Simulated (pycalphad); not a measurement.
**Effect of Mg content in Si-Mg**

Computed with pycalphad from the COST 507 light-alloy database (1999), at 1 atm. No gas phase is included, though pure Mg would boil below 1225 °C. These are 1990s assessments: newer ones move some temperatures and phases. Amounts are mole fractions of atoms. Diffusion is slow at the low end, where real alloys seldom reach equilibrium.

| alloy | liquidus (°C) | first solid | solidus (°C) | phases at 77 °C |
|---|---|---|---|---|
| Si-24Mg (at.%) | 1225 | diamond (Si) | 944 | diamond (Si) 0.64, MG2SI 0.36 |
| Si-48Mg (at.%) | 968 | MG2SI | 944 | MG2SI 0.72, diamond (Si) 0.28 |
| Si-96Mg (at.%) | 759 | MG2SI | 639 | hcp 0.88, MG2SI 0.12 |

Database names, with the compositions (at.%) that they take in these runs: MG2SI: Mg 67 Si 33.
